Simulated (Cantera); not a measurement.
Charge: 1 mol SiHCl₃, 320 mol H₂, equilibrated at 8.70 mbar.

Method: chemical equilibrium by Gibbs-energy minimisation in Cantera with the NASA 1993 tables (ideal gas, pure condensed phases). Candidate condensed phases: Si; 19 gas species. Equilibrium is a limit: real reactors are often held back by kinetics, nucleation or transport. All values below are at 1498 K.

Base state: H₂ 0.991, HCl 0.00881, SiCl₂ 0.000251, H 0.000183 (mole fractions); condensed: Si(s).

Q: What changes in the equilibrium state with this change: SiHCl₃ replaced by Si₂H₆?

A: 
```
species       before     after
----------  --------  --------
H₂             0.991     1.000
H           0.000183  0.000184
HCl          0.00881         0
SiCl₂       0.000251         0
Si(s), mol     0.918      2.00
```
The feed counts by its element totals alone.
